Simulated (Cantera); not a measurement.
A perfectly stirred reactor is fed with CH₄ : H₂ : O₂ : N₂ = 1 : 0.69 : 4.89 : 18.4 (molar parts), at 10.0 bar; it is adiabatic with a 400 K inlet, and is followed from long to short residence time, starting on the burning branch (τ in s: 0.031, 0.016, 0.0084, 0.0043, 0.0022, 0.0012, 0.0006, 0.00031, 0.00016, 8.4e-05, 4.3e-05, 2.2e-05, 1.2e-05).

Cantera simulation using GRI-Mech 3.0 (53 species, 325 reactions); the numbers are that mechanism's predictions, not measurements.

Problem. Predict: blow-out, bracketed by the residence times tried; x(CH₄) at τ = 31.0 ms; x(H₂) at τ = 31.0 ms; x(O₂) at τ = 31.0 ms; x(CH₂CO) at τ = 31.0 ms; x(CH₄) at τ = 0.600 ms; x(H₂) at τ = 0.600 ms; x(O₂) at τ = 0.600 ms.

Solution. 
| Quantity | Result |
|---|---|
| blow-out, bracketed by the residence times tried | burning at 2.20 ms, out at 1.20 ms |
| x(CH₄) at τ = 31.0 ms | 3.85e-5 |
| x(H₂) at τ = 31.0 ms | 3.76e-5 |
| x(O₂) at τ = 31.0 ms | 0.104 |
| x(CH₂CO) at τ = 31.0 ms | 1.09e-7 |
| x(CH₄) at τ = 0.600 ms | 0.0400 |
| x(H₂) at τ = 0.600 ms | 0.0276 |
| x(O₂) at τ = 0.600 ms | 0.196 |
